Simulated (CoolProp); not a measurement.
Properties of propylene along the isobar 0.101 MPa.

Computed with CoolProp (reference Helmholtz-energy equation of state, Lemmon 2013).

```csv
T (K),phase,density (kg/m³),Joule-Thomson coefficient (K/MPa),isothermal compressibility (1/MPa),viscosity (µPa s),Prandtl number
346.5,gas,1.489,11.02,9.991,9.97,0.768
350.9,gas,1.469,10.63,9.987,10.1,0.767
355.3,gas,1.451,10.26,9.984,10.2,0.767
359.7,gas,1.432,9.915,9.981,10.3,0.766
364.1,gas,1.415,9.585,9.978,10.5,0.766
368.5,gas,1.397,9.272,9.975,10.6,0.765
372.9,gas,1.381,8.973,9.972,10.7,0.765
377.3,gas,1.364,8.690,9.970,10.8,0.764
381.7,gas,1.348,8.419,9.967,11.0,0.764
386.1,gas,1.332,8.161,9.965,11.1,0.763
390.5,gas,1.317,7.915,9.962,11.2,0.763
394.9,gas,1.302,7.680,9.960,11.3,0.762
399.3,gas,1.288,7.455,9.958,11.5,0.762
403.7,gas,1.273,7.240,9.956,11.6,0.761
408.1,gas,1.259,7.034,9.954,11.7,0.761
412.5,gas,1.246,6.837,9.952,11.8,0.760
```

Viscosity comes from a separate model (Huber 2003), an estimate that may be off by 10 % or more. Thermal conductivity comes from a separate model (Huber 2003), an estimate that may be off by 10 % or more.
